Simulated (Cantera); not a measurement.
Input: 1 mol CH4, 3.8 mol CO2, 29 mol H2, at 852 °C and 13.3 mbar.

Method: chemical equilibrium by Gibbs-energy minimisation in Cantera with the NASA 1993 tables (ideal gas, pure condensed phases). Candidate condensed phases: C, C6H6, C7H8, C8H18, H2O; 110 gas species. Kinetics and transport are ignored.

Base state: H2 0.797, CO 0.124, H2O 0.0685, CO2 0.00971 (mole fractions); condensed: gas only.

Q: What changes in the equilibrium state with this change: CO2 from 3.8 to 0.029 mol?

A: 
```csv
species,before,after
H2,0.797,0.998
CO,0.124,0.00187
CH4,3.04e-7,0.000383
H2O,0.0685,1.60e-6
CO2,0.00971,2.72e-9
"C(graphite), mol",0,0.959
```
